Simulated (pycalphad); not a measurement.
# Effect of Si content in Al-Si-Mn

Source of the numbers: pycalphad with the COST 507 light-alloy database (1999); pressure 1 atm. The data set is of 1999 and partly superseded. Amounts are mole fractions of atoms.

```json
[
 {"alloy": "Al-0.6Si-0.99Mn (at.%)", "liquidus (°C)": "654", "first solid": "fcc", "solidus (°C)": "646", "phases at 527 °C": "fcc 0.95, ALMNSI_ALPHA 0.05"},
 {"alloy": "Al-0.9Si-0.99Mn (at.%)", "liquidus (°C)": "656", "first solid": "ALMNSI_ALPHA", "solidus (°C)": "635", "phases at 527 °C": "fcc 0.95, ALMNSI_ALPHA 0.05"},
 {"alloy": "Al-1.2Si-0.99Mn (at.%)", "liquidus (°C)": "662", "first solid": "ALMNSI_ALPHA", "solidus (°C)": "622", "phases at 527 °C": "fcc 0.94, ALMNSI_ALPHA 0.06"},
 {"alloy": "Al-1.8Si-0.99Mn (at.%)", "liquidus (°C)": "669", "first solid": "ALMNSI_ALPHA", "solidus (°C)": "592", "phases at 527 °C": "fcc 0.94, ALMNSI_ALPHA 0.06, diamond (Si) under 0.01"},
 {"alloy": "Al-3.6Si-0.99Mn (at.%)", "liquidus (°C)": "678", "first solid": "ALMNSI_ALPHA", "solidus (°C)": "576", "phases at 527 °C": "fcc 0.92, ALMNSI_ALPHA 0.06, diamond (Si) 0.02"}
]
```

Database names, with the compositions (at.%) that they take in these runs: ALMNSI_ALPHA: Al 70-74 Mn 17 Si 9-13.
